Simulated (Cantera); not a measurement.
Charge: 1 mol H2S, 0.065 mol H2O, 0.14 mol O2, equilibrated at 1.00 bar.

Method: chemical equilibrium by Gibbs-energy minimisation in Cantera with the NASA 1993 tables (ideal gas, pure condensed phases). Candidate condensed phases: H2O, H2SO4, S; 19 gas species. The numbers say what is thermodynamically allowed, not how fast it happens.

At 1998 K, list the 7 most abundant gas species with their mole fractions, and the condensed phases.

H2 0.376, S2 0.260, H2O 0.213, H2S 0.114, SH 0.0222, SO2 0.00583, SO 0.00527. Condensed: gas only.
